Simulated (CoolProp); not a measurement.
Vapour-liquid equilibrium of dimethyl carbonate (1) + ethanol (2) at 282.3 K; x and y are mole fractions of (1).

Computed with CoolProp (multi-fluid Helmholtz-energy mixture model, Zhou 2011 and Schroeder 2014; pair parameters Bell 2016).

```tsv
x	bubble pressure (MPa)	y at the bubble point	dew pressure at overall composition x (MPa)	liquid density (mol/L)
0.05	0.003553	0.199	0.003107	16.94
0.2	0.004314	0.405	0.003555	15.87
0.35	0.004497	0.464	0.004104	14.93
0.5	0.004528	0.494	0.004526	14.11
0.65	0.004482	0.531	0.004104	13.39
0.8	0.004250	0.608	0.003597	12.76
0.95	0.003513	0.827	0.003171	12.20
```

y crosses x between x = 0.35 and 0.5: the model has an azeotrope there.

The pair parameters rest on a limited set of measurements; away from them the model extrapolates. With so large a gap from Raoult's law the liquid may split in two, which this calculation doesn't test in full.
